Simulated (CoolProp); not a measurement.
Computed with CoolProp (reference Helmholtz-energy equation of state, Lemmon 2006). It is a short technical equation, of lower accuracy than the large ones.

**Question.** Give the vapour pressure (kPa), vapour density (kg/m³), liquid cp (kJ/(kg K)) of saturated neopentane at 61.65, 77.45, 116.95 °C.

**Answer.** 
| T (°C) | p (kPa) | vapour density (kg/m³) | liquid cp (kJ/(kg K)) |
|---|---|---|---|
| 61.65 | 480 | 14.3 | 2.55 |
| 77.45 | 696 | 20.8 | 2.67 |
| 116.95 | 1540 | 49.6 | 3.14 |
